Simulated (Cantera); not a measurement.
Input (Python, Cantera):

```python
import numpy as np
import cantera as ct

gas = ct.Solution("gri30.yaml")
gas.TPX = 700, 100000, {'CO': 1, 'H2': 0.91, 'O2': 0.868, 'N2': 3.26}
flame = ct.FreeFlame(gas, width=0.04)
flame.set_refine_criteria(ratio=3, slope=0.08, curve=0.16)
flame.transport_model = "mixture-averaged"
flame.solve(loglevel=0, auto=True)
flame.transport_model = "multicomponent"
flame.soret_enabled = True
flame.solve(loglevel=0, refine_grid=True)
z, T = flame.grid, flame.T
thick = (T[-1] - T[0]) / np.gradient(T, z).max()
show = ['CO', 'H2', 'O2', 'OH', 'O', 'H2O']
print(f"laminar burning velocity  {flame.velocity[0] * 100:.3f} cm/s")
print(f"burnt temperature         {T[-1]:.1f} K")
print(f"thermal thickness         {thick * 1e3:.4f} mm")
print(f"grid points               {len(z)}")
z0 = z[flame.heat_release_rate.argmax()]
print(f"{'z/mm':>9s}{'T/K':>9s}{'u/(m/s)':>9s}" + "".join(f"{s:>11s}" for s in show))
rows = []
for k in (-3, -2, -1.5, -1, -0.5, -0.25, 0, 0.25, 0.5, 1, 2, 4, 8):
    zz = z0 + k * thick
    rows.append([k * thick, np.interp(zz, z, T), np.interp(zz, z, flame.velocity),
                 *(np.interp(zz, z, flame.X[gas.species_index(s)]) for s in show)])
    print(f"{rows[-1][0] * 1e3:9.3f}{rows[-1][1]:9.1f}{rows[-1][2]:9.3f}" + "".join(f"{x:11.3e}" for x in rows[-1][3:]))
```

Output:

```
laminar burning velocity  579.867 cm/s
burnt temperature         2546.5 K
thermal thickness         0.6239 mm
grid points               159
     z/mm      T/K  u/(m/s)         CO         H2         O2         OH          O        H2O
   -1.872    700.0    5.799  1.656e-01  1.507e-01  1.438e-01  2.292e-15  2.229e-14  6.211e-11
   -1.248    700.0    5.799  1.656e-01  1.507e-01  1.438e-01  7.465e-15  1.031e-13  8.016e-11
   -0.936    700.0    5.799  1.656e-01  1.507e-01  1.438e-01  2.713e-13  4.295e-12  4.425e-10
   -0.624    700.0    5.798  1.656e-01  1.506e-01  1.438e-01  1.901e-10  2.340e-09  8.403e-08
   -0.312    705.3    5.818  1.663e-01  1.466e-01  1.442e-01  1.201e-05  4.883e-06  2.488e-04
   -0.156    834.9    6.768  1.666e-01  1.241e-01  1.411e-01  4.582e-04  2.943e-04  9.789e-03
    0.000   1251.7    9.921  1.534e-01  5.881e-02  1.035e-01  3.509e-03  6.763e-03  6.791e-02
    0.156   1575.6   12.320  1.224e-01  2.174e-02  5.753e-02  8.671e-03  1.582e-02  1.126e-01
    0.312   1740.0   13.442  1.003e-01  2.030e-02  4.371e-02  1.141e-02  1.655e-02  1.157e-01
    0.624   1913.9   14.583  8.429e-02  2.140e-02  3.526e-02  1.381e-02  1.452e-02  1.181e-01
    1.248   2080.5   15.663  7.964e-02  1.986e-02  3.065e-02  1.503e-02  1.119e-02  1.263e-01
    2.496   2237.0   16.646  7.518e-02  1.706e-02  2.629e-02  1.497e-02  7.795e-03  1.356e-01
    4.991   2375.4   17.487  6.853e-02  1.418e-02  2.156e-02  1.386e-02  5.073e-03  1.437e-01
```

Detailed kinetics in Cantera: GRI-Mech 3.0 (53 species, 325 reactions). Burning velocities carry a grid error of a few per cent, more on coarse grids.
